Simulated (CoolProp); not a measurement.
Properties of R1234ze(E) along the isobar 1.01 bar (Tc = 109.4 °C, pc = 36.35 bar, ω = 0.313).

Computed with CoolProp (reference Helmholtz-energy equation of state, Thol 2016).

```csv
T (°C),phase,Z,speed of sound (m/s),Joule-Thomson coefficient (K/MPa)
-53.45,liquid,0.004555,883.2,-0.3484
-35.25,liquid,0.004355,801.0,-0.3168
-17.05,gas,[?],138.6,32.37
1.15,gas,0.9683,144.2,26.12
19.35,gas,0.9748,149.5,21.37
37.55,gas,0.9796,[?],[?]
55.75,gas,0.9833,159.2,14.86
74.05,gas,0.9861,163.7,12.60
92.25,gas,0.9884,168.0,10.81
110.45,gas,0.9902,172.3,9.373
128.65,gas,0.9917,176.3,8.203
146.85,gas,0.9929,180.3,7.240
```

### Question
Complete the blanks.

### Answer

- -17.05, Z: 0.9595
- 37.55, speed of sound (m/s): 154.4
- 37.55, Joule-Thomson coefficient (K/MPa): 17.71
